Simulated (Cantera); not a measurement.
Cantera run, input and output.

```python
import numpy as np
import cantera as ct

surf = ct.Interface("ptcombust.yaml", "Pt_surf")
gas = surf.adjacent["gas"]
gas.TPX = 623, 46000, {'H2': 0.0067, 'O2': 0.074, 'N2': 0.79}
surf.TP = 623, 46000
reactor = ct.FlowReactor(gas, clone=False)
reactor.area = 0.0001  # m2
reactor.surface_area_to_volume_ratio = 860  # 1/m
reactor.mass_flow_rate = 0.13 * reactor.area * gas.density  # inlet velocity 0.13 m/s
reactor.energy_enabled = False
wall = ct.ReactorSurface(surf, reactor, clone=False)
net = ct.ReactorNet([reactor])
net.rtol, net.atol = 1e-8, 1e-16
show, cover = ['H2', 'O2', 'H2O'], ['PT(S)', 'H(S)', 'O(S)', 'OH(S)', 'CO(S)', 'C(S)']

rows = []
print(f"{'z/m':>9s}{'u/(m/s)':>9s}" + "".join(f"{s:>13s}" for s in show + cover))
for z in [0.0002, 0.00038, 0.00074, 0.0014, 0.0028, 0.0053, 0.01, 0.02]:
    net.advance(z)
    rows.append([reactor.speed, *gas[show].X, *surf[cover].coverages])
    print(f"{z:9.4g}{rows[-1][0]:9.3g}" + "".join(f"{x:13.4e}" for x in rows[-1][1:]))
```

Result:

```
      z/m  u/(m/s)           H2           O2          H2O        PT(S)         H(S)         O(S)        OH(S)        CO(S)         C(S)
   0.0002     0.13   1.0604e-03   8.1942e-02   6.6602e-03   2.1905e-02   6.9942e-10   9.7516e-01   2.9306e-03   1.3878e-27  -5.0609e-29
  0.00038     0.13   5.8998e-04   8.1726e-02   7.1324e-03   1.2502e-02   2.5280e-10   9.8523e-01   2.2707e-03   4.8618e-26   1.3894e-29
  0.00074     0.13   3.0489e-04   8.1595e-02   7.4186e-03   7.0231e-03   8.8873e-11   9.9125e-01   1.7276e-03   1.6882e-26   8.6225e-30
   0.0014     0.13   1.4969e-04   8.1524e-02   7.5744e-03   4.3498e-03   3.6208e-11   9.9428e-01   1.3704e-03  -6.9417e-27  -1.1516e-30
   0.0028     0.13   5.5969e-05   8.1481e-02   7.6685e-03   3.0201e-03   1.7192e-11   9.9583e-01   1.1471e-03   1.4490e-25   5.5661e-29
   0.0053     0.13   1.4415e-05   8.1462e-02   7.7102e-03   2.5376e-03   1.1548e-11   9.9641e-01   1.0536e-03  -1.6315e-26  -7.9366e-31
     0.01    0.129   1.4482e-06   8.1456e-02   7.7232e-03   2.4022e-03   1.0090e-11   9.9657e-01   1.0257e-03  -2.6860e-29   4.8174e-33
     0.02    0.129   1.2152e-08   8.1455e-02   7.7247e-03   2.3877e-03   9.9366e-12   9.9659e-01   1.0227e-03  -2.3515e-26   5.0653e-31
```

Cantera simulation using Deutschmann's 1995 Pt surface mechanism with GRI-Mech 3.0 gas chemistry; the numbers are that mechanism's predictions, not measurements. Catalytic surfaces can have several steady states; this one follows from the mechanism file's or the stated starting coverage. Mass transfer to the wall is taken as infinitely fast.
